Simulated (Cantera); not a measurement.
**Hydrocarbon pyrolysis for carbon deposition**

A perfectly stirred reactor is fed with C₂H₆ : N₂ = 1 : 4 (molar parts), at 0.00375 atm; it is held at 1000 K, and followed from long to short residence time.

Computed with Cantera and GRI-Mech 3.0 (53 species, 325 reactions). GRI-Mech 3.0 stops at C3 and has no aromatics, soot or wall deposition, so with more carbon than oxygen in the feed, carbon stays in small species such as C2H2 where larger ones or solid carbon would form. Radical loss at walls, strong at low pressure, is not modelled.

```csv
τ (s),x C₂H₆,x H,x H₂,x CH₄,x CH₃
7.5,0.168,3.40e-7,0.0246,0.00202,4.89e-6
1.4,0.195,2.52e-7,0.00407,0.000266,3.83e-6
0.28,0.200,9.84e-8,0.000327,1.73e-5,1.28e-6
0.053,0.200,1.61e-8,1.01e-5,1.66e-6,6.48e-7
0.010,0.200,1.38e-9,1.65e-7,1.41e-7,2.90e-7
0.0020,0.200,7.27e-11,1.73e-9,7.62e-9,7.86e-8
0.00038,0.200,2.50e-12,1.13e-11,2.96e-10,1.61e-8
```
x: mole fraction; the columns are a selection and need not sum to one.
